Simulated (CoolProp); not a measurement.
Model: reference Helmholtz-energy equation of state, Gao 2022, in CoolProp.

**Question.** Give the vapour pressure (MPa), vapour density (kg/m³), enthalpy of vaporisation (kJ/kg), liquid cp (kJ/(kg K)) of saturated n-perfluorohexane at 43.65, 58.45 °C.

**Answer.** 
| T (°C) | p (MPa) | vapour density (kg/m³) | enthalpy of vaporisation (kJ/kg) | liquid cp (kJ/(kg K)) |
|---|---|---|---|---|
| 43.65 | 0.0627 | 8.41 | 88.2 | 1.08 |
| 58.45 | 0.106 | 13.9 | 84.1 | 1.10 |
